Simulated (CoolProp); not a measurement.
Dimethyl carbonate at several states: Z from the reference equation and from simpler models built on Tc = 557.0 K, pc = 4.909 MPa, ω = 0.346; each cubic takes its own stable root.

Computed with CoolProp (reference Helmholtz-energy equation of state, Zhou 2011).

| T (K) | p (MPa) | phase | reference |
|---|---|---|---|
| 366.4 | 0.014 | gas | 0.9962 |
| 485.5 | 14.6 | liquid | 0.3962 |
| 446.5 | 0.368 | gas | 0.9450 |

Task: How far does each simpler model (van der Waals, Redlich-Kwong, Peng-Robinson) lie from the reference over these 3 states: mean and median of the absolute difference, and the worst?

Result: 
- van der Waals: mean 18.7 %, median 1.7 %, worst +54.2 % at 485.5 K and 14.6 MPa
- Redlich-Kwong: mean 5.3 %, median 0.6 %, worst +15.2 % at 485.5 K and 14.6 MPa
- Peng-Robinson: mean 0.4 %, median 0.4 %, worst -0.9 % at 485.5 K and 14.6 MPa
